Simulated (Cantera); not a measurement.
Source: NASA polynomial tables (part measured, part estimated), evaluated in Cantera. Values are per mole of reaction as written; species without (g) are pure solids or liquids, kept so even where they would boil at 1 bar.

6 OH(g) + 3 I₂ → 2 O₃(g) + 6 HI(g)

| T (K) | ΔH° (kJ) | ΔS° (J/K) | ΔG° (kJ) | log10 K | condensed phases |
|---|---|---|---|---|---|
| 300 | 205.5 | 266.2 | 125.7 | -21.88 | I₂(s) |
| 423 | 144.9 | 107.5 | 99.5 | -12.28 | I₂(l) |
| 473 | ___ | ___ | ___ | ___ | I₂(l) |
| 523 | ___ | ___ | ___ | ___ | I₂(l) |
| 573 | 123.6 | 64.2 | 86.8 | -7.91 | I₂(l) |

What belongs in the gaps?


- 473, ΔH° (kJ): 137.6
- 473, ΔS° (J/K): 91.0
- 473, ΔG° (kJ): 94.5
- 473, log10 K: -10.44
- 523, ΔH° (kJ): 130.5
- 523, ΔS° (J/K): 76.7
- 523, ΔG° (kJ): 90.3
- 523, log10 K: -9.02
